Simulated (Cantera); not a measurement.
**Adiabatic ignition**

An adiabatic, constant-volume homogeneous reactor starts with CH₄ : O₂ : N₂ = 1 : 5.13 : 19.3 (molar parts), equivalence ratio 0.39, at 1525 K and 15.8 atm.

Computed with Cantera and GRI-Mech 3.0 (53 species, 325 reactions). The pressure lies above the range GRI-Mech 3.0 was tuned for (to about 10 atm).

```
t (s)     T (K)  P (bar)   x CH₄   x O₂     x H₂O    x C₂H₄     x OH      x NO      x H
--------  -----  -------  ------  -----  --------  --------  -------  --------  -------
6.00e-6    1525     16.0  0.0393  0.202   6.39e-6   9.81e-9  1.08e-7    <1e-12  1.78e-8
1.26e-5    1525     16.0  0.0393  0.202   3.87e-5   2.13e-7  3.62e-7    <1e-12  5.72e-8
2.66e-5    1527     16.0  0.0389  0.201  0.000302   5.59e-6  1.42e-6  1.79e-12  2.73e-7
5.59e-5    1556     16.3  0.0350  0.198   0.00385  0.000202  1.33e-5  4.24e-11  3.57e-6
0.000118   2529     26.6  <1e-12  0.121    0.0755    <1e-12  0.00529  0.000401  9.48e-5
0.000247   2527     26.6  <1e-12  0.121    0.0755    <1e-12  0.00525   0.00145  9.34e-5
0.000521   2522     26.5  <1e-12  0.120    0.0755    <1e-12  0.00516   0.00344  9.07e-5
0.00110    2513     26.4  <1e-12  0.118    0.0756    <1e-12  0.00502   0.00679  8.63e-5
0.00230    2502     26.3  <1e-12  0.116    0.0757    <1e-12  0.00483    0.0112  8.07e-5
0.00485    2493     26.2  <1e-12  0.114    0.0758    <1e-12  0.00469    0.0148  7.63e-5
0.0102     2490     26.2  <1e-12  0.114    0.0759    <1e-12  0.00463    0.0161  7.48e-5
0.0215     2489     26.2  <1e-12  0.114    0.0759    <1e-12  0.00463    0.0162  7.47e-5
0.0452     2489     26.2  <1e-12  0.114    0.0759    <1e-12  0.00463    0.0162  7.47e-5
0.0951     2489     26.2  <1e-12  0.114    0.0759    <1e-12  0.00463    0.0162  7.47e-5
0.200      2489     26.2  <1e-12  0.114    0.0759    <1e-12  0.00463    0.0162  7.47e-5
```
x: mole fraction; the columns are a selection and need not sum to one.

The time of steepest temperature rise is 71.6 µs. The temperature at 0.200 s comes out as 2489 K, the equilibrium temperature comes out as 2489 K and the x(CH₄) at 0.200 s is <1e-12 (gas-phase equilibrium <1e-12). The x(O₂) at 0.200 s is 0.114 (gas-phase equilibrium 0.114) and the x(H₂O) at 0.200 s is 0.0759 (gas-phase equilibrium 0.0759).
